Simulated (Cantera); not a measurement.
Cantera with NASA thermochemical tables; ideal gases at 1 bar, condensed phases pure. Values are per mole of reaction as written; species without (g) are pure solids or liquids, kept so even where they would boil at 1 bar. VN: taken at fixed stoichiometry.

3 N₂(g) + 3 V₂O₅ = 5 O₃(g) + 6 VN, with ΔH° = 4057.8 kJ and ΔS° = 451.8 J/K at 300 K.

How far is the shortcut ΔG° ≈ ΔH°(300 K) − T·ΔS°(300 K) from the full temperature-dependent value at 848, 948, 1048, 1148, 1248, 1348, 1448, 1548, 1648, 1748, 1848 K?


```
T (K)  shortcut (kJ)  full (kJ)  difference (kJ)  difference in log10 K  condensed phases
-----  -------------  ---------  ---------------  ---------------------  ----------------
848           3674.7     3694.0            -19.3                   1.19    V₂O₅(s), VN(s)
948           3629.5     3656.0            -26.5                   1.46    V₂O₅(l), VN(s)
1048          3584.3     3638.1            -53.8                   2.68    V₂O₅(l), VN(s)
1148          3539.1     3620.8            -81.7                   3.72    V₂O₅(l), VN(s)
1248          3493.9     3604.1           -110.2                   4.61    V₂O₅(l), VN(s)
1348          3448.8     3587.9           -139.1                   5.39    V₂O₅(l), VN(s)
1448          3403.6     3571.9           -168.4                   6.07    V₂O₅(l), VN(s)
1548          3358.4     3556.3           -197.9                   6.68    V₂O₅(l), VN(s)
1648          3313.2     3540.7           -227.5                   7.21    V₂O₅(l), VN(s)
1748          3268.0     3525.2           -257.2                   7.69    V₂O₅(l), VN(s)
1848          3222.8     3509.7           -286.9                   8.11    V₂O₅(l), VN(s)
```
The shortcut ignores heat capacities and the phase changes listed.
